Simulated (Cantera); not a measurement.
Input: 1 mol Si, 1.7 mol HCl, 0.57 mol N2, at 2300 Pa.

Cantera equilibrium calculation (NASA polynomials, part measured and part estimated; ideal gas, pure solids and liquids). Candidate condensed phases: NH4Cl, Si, Si3N4; 28 gas species. N2 is the only nitrogen source here; it is nearly inert below about 1500 K, so the nitride shown seldom forms there in practice. Kinetics and transport are ignored.

What share of the Si ends up in condensed phases as a function of T (K), at 800, 850, 900, 950, 1000, 1050, 1100?


| T (K) | Si condensed (%) | as |
|---|---|---|
| 800 | 71.3 | Si3N4(s) |
| 850 | 72.0 | Si3N4(s) |
| 900 | 72.6 | Si3N4(s) |
| 950 | 73.2 | Si3N4(s) |
| 1000 | 73.7 | Si3N4(s) |
| 1050 | 74.1 | Si3N4(s) |
| 1100 | 74.5 | Si3N4(s) |
